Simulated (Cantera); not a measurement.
Input: 1 mol B, 3.2 mol H2, at 2025 K and 33.0 mbar.

Method: chemical equilibrium by Gibbs-energy minimisation in Cantera with the NASA 1993 tables (ideal gas, pure condensed phases). Candidate condensed phases: B; 7 gas species. The tables' values for BH2 are old estimates; treat these amounts as uncertain. The numbers say what is thermodynamically allowed, not how fast it happens.

Task: What is the equilibrium state?

Result: 
```
Item            Value
----------  ---------
x(H2)           0.989
x(H)           0.0105
x(BH2)       0.000533
x(BH3)        6.83e-6
x(B)          6.09e-6
x(BH)         2.30e-6
n(B(s))     0.998 mol
gas amount  3.217 mol
```
